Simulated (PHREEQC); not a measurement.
Solution (25 °C): 1.4 mmol/kgw HCl and 0.7 mmol/kgw FeSO4. Closed to the air; pH follows from the charge balance.

Computed with PHREEQC (ion-association model, phreeqc.dat).

This is a speciation only: nothing precipitates in the calculation.

Order these S species by the share of S that they hold, largest first: FeSO4, SO4-2, HSO4-.

SO4-2 (85 %), HSO4- (8.6 %), FeSO4 (5.9 %)

Order these Fe species by the share of Fe that they hold, largest first: Fe+2, FeCl+, FeSO4.

Fe+2 (94 %), FeSO4 (5.9 %), FeCl+ (0.14 %)

The pH is 2.90 and the ionic strength 0.00391 mol/kgw. Complexes and solids missing from the database can't appear.
